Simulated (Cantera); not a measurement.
A closed system holds: 1 mol Si2Cl6, 0.31 mol Cl2, 5.8 mol H2, at 1025 K and 270 Torr.

These are equilibrium values from Cantera (NASA tables, ideal gas, pure condensed phases), not measurements of a reactor. Candidate condensed phases: Si; 19 gas species. The feed counts by its element totals alone. The tables' values for SiCl3 are old estimates; treat these amounts as uncertain. The numbers say what is thermodynamically allowed, not how fast it happens.

Base state: H2 0.745, SiCl4 0.172, SiHCl3 0.0581, HCl 0.0190, SiCl3 0.00267, SiH2Cl2 0.00217, SiCl2 0.000864, SiH3Cl 2.10e-5 (mole fractions); condensed: Si(s).

Task: What changes in the equilibrium state with this change: pressure from 270 Torr to 75.0 Torr?

Result: 
```csv
species,before,after
H2,0.745,0.744
SiCl4,0.172,0.179
SiHCl3,0.0581,0.0434
HCl,0.0190,0.0264
SiH3Cl,2.10e-5,8.09e-6
SiCl2,0.000864,0.00167
SiH2Cl2,0.00217,0.00117
SiCl3,0.00267,0.00379
"Si(s), mol",0.257,0.296
```

Task: What changes in the equilibrium state with this change: H2 from 5.8 to 81 mol?

Result: 
```
species       before     after
----------  --------  --------
H2             0.745     0.969
HCl           0.0190    0.0108
SiCl4          0.172    0.0105
SiHCl3        0.0581   0.00814
SiCl3        0.00267  0.000328
SiCl2       0.000864  0.000213
SiH2Cl2      0.00217  0.000699
SiH3Cl       2.10e-5   1.55e-5
Si(s), mol     0.257     0.354
```

Task: What changes in the equilibrium state with this change: Si2Cl6 replaced by Si3H8?

Result: 
```tsv
species	before	after
H2	0.745	0.975
HCl	0.0190	0.00997
SiCl4	0.172	0.00765
SiHCl3	0.0581	0.00643
SiCl3	0.00267	0.000258
SiCl2	0.000864	0.000182
Si(s), mol	0.257	2.85
```
